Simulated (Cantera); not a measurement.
Feed: 1 mol C₂H₆, 3.9 mol CO₂, equilibrated at 0.00560 bar.

Equilibrium computed with Cantera from the NASA thermochemical tables; the gas is ideal and each condensed phase is pure. Candidate condensed phases: C, C₆H₆, C₇H₈, C₈H₁₈, H₂O; 110 gas species. Rates play no part. All values below are at 1700 K.

Base state: CO 0.570, H₂ 0.216, H₂O 0.120, CO₂ 0.0929, H 0.000915, OH 2.64e-5 (mole fractions); condensed: gas only.

### Question
What changes in the equilibrium state with this change: 1.1 mol H₂S added?

### Answer
```
species  before    after
-------  ------  -------
CO        0.570    0.499
H₂        0.216    0.269
H₂O       0.120    0.110
S₂            0   0.0432
CO₂      0.0929   0.0596
H₂S           0  0.00647
SO₂           0  0.00371
SH            0  0.00352
SO            0  0.00274
```
Further candidate phases: H₂SO₄, S.

### Question
What changes in the equilibrium state with this change: CO₂ from 3.9 to 1.9 mol?

### Answer
```
species             before    after
----------------  --------  -------
CO                   0.570    0.558
H₂                   0.216    0.440
H                 0.000915  0.00131
H₂O                  0.120  6.64e-7
CO₂                 0.0929  2.47e-7
C₂H₂ (acetylene)     <1e-9  3.23e-5
OH                 2.64e-5    <1e-9
C(graphite), mol         0   0.0996
```
